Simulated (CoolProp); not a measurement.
Sulfur hexafluoride along the isobar 46.8 bar: fugacity coefficient from the reference equation and from simpler models built on Tc = 318.7 K, pc = 37.55 bar, ω = 0.210; each cubic takes its own stable root.

Model: reference Helmholtz-energy equation of state, Guder 2009, in CoolProp.

```tsv
T (K)	phase	reference	van der Waals	Redlich-Kwong	Soave-Redlich-Kwong	Peng-Robinson
280.7	liquid	0.2956	0.4193	0.3336	0.3038	0.2916
291.1	liquid	0.3629	0.4682	0.3959	0.3720	0.3569
301.5	liquid	0.4352	0.5173	0.4602	0.4443	0.4264
311.9	liquid	0.5105	0.5657	0.5246	0.5182	0.4975
322.2	supercritical	0.5843	0.6118	0.5855	0.5885	0.5653
332.6	supercritical	0.6469	0.6544	0.6381	0.6470	0.6216
343	supercritical	0.6884	0.6886	0.6760	0.6882	0.6617
353.4	supercritical	0.7214	0.7152	0.7063	0.7215	0.6944
363.7	supercritical	0.7492	0.7373	0.7319	0.7498	0.7225
374.1	supercritical	0.7736	0.7570	0.7546	0.7749	0.7475
384.5	supercritical	0.7951	0.7744	0.7748	0.7972	0.7698
394.9	supercritical	0.8143	0.7902	0.7928	0.8172	0.7899
405.3	supercritical	0.8314	0.8044	0.8091	0.8351	0.8080
415.6	supercritical	0.8467	0.8173	0.8237	0.8511	0.8243
426	supercritical	0.8607	0.8292	0.8370	0.8658	0.8393
436.4	supercritical	0.8734	0.8401	0.8492	0.8791	0.8530
```
